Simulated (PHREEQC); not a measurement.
A made-up water analysis in mg/L, 58 °C, pH 7.26, pe 0.4: Na 13.2; K 4.44; Ca 1.28; Mg 6.36; Cl 3.17; S(6) as SO4 1.01; Alkalinity as HCO3 72.6; Li 0.00913.

Na is adjusted to close the charge balance.
Valence states are taken as typed.

Equilibrium calculation in PHREEQC: ion-association model, phreeqc.dat.

No solid was allowed to form.

Question: Estimate the specific conductance.

Answer: specific conductance 231 µS/cm.

Question: In which forms is S present?

Answer: SO4-2 91 %, MgSO4 8.1 % of the S.

Complexes and solids missing from the database can't appear. Constants without temperature data keep their 25 °C values here.
